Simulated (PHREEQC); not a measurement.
A made-up water analysis in mg/L, 25 °C, pH 6.15, pe 10.4:

| constituent | mg/L |
|---|---|
| Na | 2.43 |
| K | 1.68 |
| Ca | 8.73 |
| Mg | 5.1 |
| Cl | 10.2 |
| S(6) as SO4 | 4.35 |
| Alkalinity as HCO3 | 38.2 |
| Zn | 0.217 |
| Si as SiO2 | 0.318 |

Valence states are taken as typed.

Model: ion-association model, wateq4f.dat, run in PHREEQC.

The ionic strength is 0.00147 mol/kgw and the charge-balance error comes out as 0.3 %.

```json
[
 {"species": "CO2", "molality": "0.000951", "activity": "0.000952", "log γ": "0.000"},
 {"species": "HCO3-", "molality": "0.000624", "activity": "0.000598", "log γ": "-0.018"},
 {"species": "Cl-", "molality": "0.000288", "activity": "0.000276", "log γ": "-0.019"},
 {"species": "Ca+2", "molality": "0.000215", "activity": "0.000182", "log γ": "-0.073"},
 {"species": "Mg+2", "molality": "0.000207", "activity": "0.000175", "log γ": "-0.073"},
 {"species": "Na+", "molality": "0.000106", "activity": "0.000101", "log γ": "-0.018"},
 {"species": "K+", "molality": "4.30e-5", "activity": "4.11e-5", "log γ": "-0.019"},
 {"species": "SO4-2", "molality": "4.25e-5", "activity": "3.58e-5", "log γ": "-0.074"},
 {"species": "H4SiO4", "molality": "5.29e-6", "activity": "5.29e-6", "log γ": "0.000"},
 {"species": "Zn+2", "molality": "3.07e-6", "activity": "2.60e-6", "log γ": "-0.073"},
 {"species": "MgSO4", "molality": "1.47e-6", "activity": "1.47e-6", "log γ": "0.000"},
 {"species": "CaHCO3+", "molality": "1.44e-6", "activity": "1.39e-6", "log γ": "-0.018"},
 {"species": "CaSO4", "molality": "1.30e-6", "activity": "1.30e-6", "log γ": "0.000"},
 {"species": "MgHCO3+", "molality": "1.28e-6", "activity": "1.22e-6", "log γ": "-0.019"},
 {"species": "H+", "molality": "7.37e-7", "activity": "7.08e-7", "log γ": "-0.018"},
 {"species": "ZnHCO3+", "molality": "2.04e-7", "activity": "1.95e-7", "log γ": "-0.019"}
]
```

Precipitation was switched off in this run.
